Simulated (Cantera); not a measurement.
Feed: 1 mol HF, 0.59 mol H2O, 3.7 mol O2, equilibrated at 10.0 mbar.

Cantera equilibrium calculation (NASA polynomials, part measured and part estimated; ideal gas, pure solids and liquids). Candidate condensed phases: H2O; 37 gas species. Ions and electrons are included (thermal ionisation). Rates play no part.

x: gas mole fraction; nothing condenses.

```json
[
 {"T (°C)": "2727", "x O": "0.518", "x O2": "0.209", "x H": "0.106", "x HF": "0.107", "x F": "0.0156", "x OH": "0.0359"},
 {"T (°C)": "2977", "x O": "0.665", "x O2": "0.0709", "x H": "0.143", "x HF": "0.0614", "x F": "0.0417", "x OH": "0.0155"},
 {"T (°C)": "3227", "x O": "0.706", "x O2": "[?]", "x H": "[?]", "x HF": "[?]", "x F": "[?]", "x OH": "[?]"},
 {"T (°C)": "3477", "x O": "0.713", "x O2": "0.00643", "x H": "0.187", "x HF": "0.00837", "x F": "0.0827", "x OH": "0.00232"},
 {"T (°C)": "3727", "x O": "0.714", "x O2": "0.00230", "x H": "0.192", "x HF": "0.00273", "x F": "0.0873", "x OH": "0.000962"},
 {"T (°C)": "3977", "x O": "0.715", "x O2": "0.000928", "x H": "0.194", "x HF": "0.000968", "x F": "0.0888", "x OH": "0.000434"},
 {"T (°C)": "4227", "x O": "0.715", "x O2": "0.000413", "x H": "0.195", "x HF": "0.000379", "x F": "0.0892", "x OH": "0.000213"},
 {"T (°C)": "4477", "x O": "0.715", "x O2": "[?]", "x H": "0.195", "x HF": "[?]", "x F": "0.0894", "x OH": "[?]"},
 {"T (°C)": "4727", "x O": "0.715", "x O2": "0.000104", "x H": "0.195", "x HF": "7.61e-5", "x F": "0.0895", "x OH": "6.28e-5"}
]
```

Problem. What belongs in the gaps?

Solution. 
- 4477, x O2: 0.000200
- 4477, x HF: 0.000163
- 4477, x OH: 0.000112
- 3227, x O2: 0.0205
- 3227, x H: 0.172
- 3227, x HF: 0.0253
- 3227, x F: 0.0690
- 3227, x OH: 0.00599
